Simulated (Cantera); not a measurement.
Gas mixture: 13.6 % O₂, 86.4 % H₂O, at 27.0 Torr, frozen composition.

Cantera's kinetic-theory transport with the Lennard-Jones parameters of GRI-Mech 3.0, ideal gas; thermal conductivity in the mixture-averaged form. Polar gases are described roughly by these parameters.

One state of this run: ρ (kg/m³) = 0.00616; cp (J/kg/K) = 2252; μ (µPa s) = 51.8; λ (mW/m/K) = 164; Pr = 0.712; D (cm²/s) NH₃ = 114; D (cm²/s) CO₂ = 80.3; D (cm²/s) N₂ = 100. D: mixture-averaged diffusion coefficient of that species in the mixture.

Which value of T (K) does it belong to?
A. 2150
B. 650
C. 1900
D. 1400

D, 1400
